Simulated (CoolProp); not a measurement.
Vapour-liquid equilibrium of ethane (1) + hydrogen chloride (2) at -56.35 °C; x and y are mole fractions of (1).

The numbers come from the multi-fluid Helmholtz-energy mixture model, Bücker 2006 and Thol 2018; pair parameters Bell 2016 in CoolProp.

Give the bubble pressure and the first vapour's composition at x = 0.05, 0.2, 0.5. Is there an azeotrope?

x = 0.05: 466.9 kPa, y = 0.158; x = 0.2: 555.5 kPa, y = 0.359; x = 0.5: 592.0 kPa, y = 0.501. y crosses x between x = 0.5 and 0.65: the model has an azeotrope there.

Pair parameters are fitted to limited data, so mixtures are less certain than the pure fluids.
